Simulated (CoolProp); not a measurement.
The fluid at 298.15 K and 0.00467 MPa is compressed adiabatically to 0.0204 MPa with isentropic efficiency 0.75. The same conditions are run with several fluids, on thermodynamics alone (safety and materials aside).

The numbers come from the reference Helmholtz-energy equation of state of each fluid (1,2-dichloroethane: Thol 2015; methane: Setzmann 1991; R22: Kamei 1995; R11: Jacobsen 1992) in CoolProp.

| fluid | work (kJ/kg) | final temperature (K) | final density (kg/m³) |
|---|---|---|---|
| 1,2-dichloroethane | 52.9 | (withheld) | 0.678 |
| methane | (withheld) | (withheld) | (withheld) |
| R22 | (withheld) | 387.7 | 0.548 |
| R11 | 38.2 | (withheld) | (withheld) |

Task: What belongs in the gaps?

Result: 
- 1,2-dichloroethane, final temperature (K): 360.3
- methane, work (kJ/kg): 360
- methane, final temperature (K): 445.3
- methane, final density (kg/m³): 0.0884
- R22, work (kJ/kg): 62.7
- R11, final temperature (K): 362.5
- R11, final density (kg/m³): 0.933
